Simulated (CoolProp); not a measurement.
Vapour-liquid equilibrium of R134a (1) + isobutane (2) at 0.834 MPa; x and y are mole fractions of (1).

Model: multi-fluid Helmholtz-energy mixture model, Tillner-Roth 1994 and Bücker 2006; pair parameters Bell 2016, in CoolProp.

```tsv
x	bubble temperature (°C)	y at the bubble point	dew temperature at overall composition x (°C)	liquid density (mol/L)
0.05	49.9	0.189	56.1	8.915
0.15	39.6	0.404	51.6	9.223
0.25	34.3	0.512	47.0	9.441
0.35	31.5	0.574	42.3	9.631
0.45	29.9	0.617	37.3	9.827
0.55	28.9	0.653	32.5	10.05
0.65	28.4	0.690	29.0	10.32
0.75	28.3	0.735	28.4	10.63
0.85	28.9	0.801	29.7	10.99
0.95	30.9	0.913	31.7	11.36
```

y crosses x between x = 0.65 and 0.75: the model has an azeotrope there.

The pair parameters rest on a limited set of measurements; away from them the model extrapolates. With so large a gap from Raoult's law the liquid may split in two, which this calculation doesn't test in full.
